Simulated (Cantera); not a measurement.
Input (Python, Cantera) and output of one run.

```python
import numpy as np
import cantera as ct

gas_names = """
    CL CLO CL2 Mg MgCL MgCL2 MgN MgO Mg2 N NO NO2 NO3 N2 N2O O O2 O3
""".split()
cond_names = """
    Mg(cr) Mg(L) MgCL2(s) MgCL2(L) MgO(s) MgO(L)
""".split()


def load(file, names, dense=False):
    # The tables refer to 1 bar. Condensed volumes are neglected.
    table = {s.name: s for s in ct.Species.list_from_file(file)}
    out = []
    for n in names:
        d = dict(table[n].input_data)
        d["thermo"] = dict(d["thermo"], **{"reference-pressure": 1e5})
        if dense:
            d["equation-of-state"] = {"model": "constant-volume", "density": "1e6 g/cm^3"}
        out.append(ct.Species.from_dict(d))
    return out


gas = ct.Solution(thermo="ideal-gas", species=load("nasa_gas.yaml", gas_names))
cond = {s.name: ct.Solution(thermo="fixed-stoichiometry", species=[s], name=s.name)
        for s in load("nasa_condensed.yaml", cond_names, dense=True)}
atoms = {
    'MgCl2': {'Mg': 1, 'CL': 2},
    'O2': {'O': 2},
    'N2': {'N': 2},
}
top_T = {}  # K; cautious upper limits of use, not melting points


def equilibrate(T, P, feed):
    n = {}
    for name, mol in feed.items():
        for a, k in atoms[name].items():
            n[a] = n.get(a, 0.0) + k * mol
    gas.TPX = T, P, n
    mass = sum(n.values()) * gas.mean_molecular_weight
    gas.equilibrate("TP")
    valid = [c for c in cond.values() if c.min_temp <= T <= top_T.get(c.name, c.max_temp)]
    mix = ct.Mixture([(gas, mass / gas.mean_molecular_weight)] + [(c, 0.0) for c in valid])
    mix.T, mix.P = T, P
    mix.equilibrate("TP", solver="vcs", rtol=1e-11, max_steps=5000)
    return mix


results = []
feed = {'MgCl2': 1, 'O2': 9.7, 'N2': 3.6}  # mol
P = 1333.22  # Pa
for T in [1248, 1273, 1298, 1323, 1348, 1373, 1398, 1423, 1448, 1473, 1498, 1523]:
    mix = equilibrate(T, P, feed)
    results.append((T, P, feed, dict(zip(mix.species_names, mix.species_moles))))
    x = sorted(zip(gas.X, gas.species_names), reverse=True)
    print(f"T = {T:g} K  P = {P:g} Pa  gas = {mix.phase_moles(0):.4g} mol")
    print("   x: " + "  ".join(f"{s} {v:.3e}" for v, s in x if v > 1e-05))
    print("   condensed (mol): " + ("  ".join(f"{mix.phase(i).name} {mix.phase_moles(i):.4g}"
          for i in range(1, mix.n_phases) if mix.phase_moles(i) > 1e-12) or "none"))
```

It prints:

```
T = 1248 K  P = 1333.22 Pa  gas = 13.94 mol
   x: O2 6.619e-01  N2 2.580e-01  CL2 5.919e-02  CL 1.613e-02  MgCL2 4.435e-03  NO 2.827e-04  CLO 5.452e-05
   condensed (mol): MgO(s) 0.9382
T = 1273 K  P = 1333.22 Pa  gas = 13.98 mol
   x: O2 6.609e-01  N2 2.573e-01  CL2 5.550e-02  CL 1.979e-02  MgCL2 6.094e-03  NO 3.354e-04  CLO 6.398e-05
   condensed (mol): MgO(s) 0.9148
T = 1298 K  P = 1333.22 Pa  gas = 14.02 mol
   x: O2 6.598e-01  N2 2.565e-01  CL2 5.121e-02  CL 2.388e-02  MgCL2 8.116e-03  NO 3.951e-04  CLO 7.393e-05
   condensed (mol): MgO(s) 0.8862
T = 1323 K  P = 1333.22 Pa  gas = 14.07 mol
   x: O2 6.587e-01  N2 2.556e-01  CL2 4.640e-02  CL 2.831e-02  MgCL2 1.046e-02  NO 4.626e-04  CLO 8.405e-05
   condensed (mol): MgO(s) 0.8527
T = 1348 K  P = 1333.22 Pa  gas = 14.13 mol
   x: O2 6.575e-01  N2 2.546e-01  CL2 4.122e-02  CL 3.297e-02  MgCL2 1.305e-02  NO 5.382e-04  CLO 9.400e-05
   condensed (mol): MgO(s) 0.8157
T = 1373 K  P = 1333.22 Pa  gas = 14.18 mol
   x: O2 6.564e-01  N2 2.536e-01  CL 3.771e-02  CL2 3.587e-02  MgCL2 1.574e-02  NO 6.226e-04  CLO 1.034e-04
   condensed (mol): MgO(s) 0.7768
T = 1398 K  P = 1333.22 Pa  gas = 14.23 mol
   x: O2 6.552e-01  N2 2.526e-01  CL 4.241e-02  CL2 3.061e-02  MgCL2 1.840e-02  NO 7.165e-04  CLO 1.120e-04
   condensed (mol): MgO(s) 0.7382
T = 1423 K  P = 1333.22 Pa  gas = 14.28 mol
   x: O2 6.540e-01  N2 2.516e-01  CL 4.693e-02  CL2 2.563e-02  MgCL2 2.086e-02  NO 8.204e-04  CLO 1.194e-04
   condensed (mol): MgO(s) 0.7021
T = 1448 K  P = 1333.22 Pa  gas = 14.33 mol
   x: O2 6.529e-01  N2 2.507e-01  CL 5.117e-02  MgCL2 2.301e-02  CL2 2.111e-02  NO 9.352e-04  CLO 1.257e-04  O 1.365e-05
   condensed (mol): MgO(s) 0.6702
T = 1473 K  P = 1333.22 Pa  gas = 14.37 mol
   x: O2 6.518e-01  N2 2.499e-01  CL 5.509e-02  MgCL2 2.480e-02  CL2 1.716e-02  NO 1.061e-03  CLO 1.308e-04  O 1.951e-05
   condensed (mol): MgO(s) 0.6436
T = 1498 K  P = 1333.22 Pa  gas = 14.41 mol
   x: O2 6.508e-01  N2 2.492e-01  CL 5.865e-02  MgCL2 2.619e-02  CL2 1.381e-02  NO 1.200e-03  CLO 1.347e-04  O 2.757e-05
   condensed (mol): MgO(s) 0.6226
T = 1523 K  P = 1333.22 Pa  gas = 14.44 mol
   x: O2 6.498e-01  N2 2.486e-01  CL 6.188e-02  MgCL2 2.720e-02  CL2 1.103e-02  NO 1.351e-03  CLO 1.376e-04  O 3.851e-05
   condensed (mol): MgO(s) 0.6071
```

These are equilibrium values from Cantera (NASA tables, ideal gas, pure condensed phases), not measurements of a reactor.
